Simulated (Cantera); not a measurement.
Boron, boron nitride and boron oxide: BF₃ + NH₃ + N₂

A closed system holds: 1 mol BF₃, 1.8 mol NH₃, 0.27 mol N₂, at 1375 K and 0.740 bar.

Method: chemical equilibrium by Gibbs-energy minimisation in Cantera with the NASA 1993 tables (ideal gas, pure condensed phases). Candidate condensed phases: B, BN; 31 gas species. The tables' values for BF₂ are old estimates; treat these amounts as uncertain. Kinetics and transport are ignored.

- x(H₂) = 0.539
- x(N₂) = 0.236
- x(BF₃) = 0.195
- x(HF) = 0.0292
- x(BHF₂) = 0.00113
- x(BF₂) = 4.24e-5
- x(NH₃) = 1.33e-5
- x(H) = 2.92e-6
- n(BN(s)) = 0.0456 mol
- gas amount = 4.870 mol
- log10 activity of B(s) (absent) = -4.54
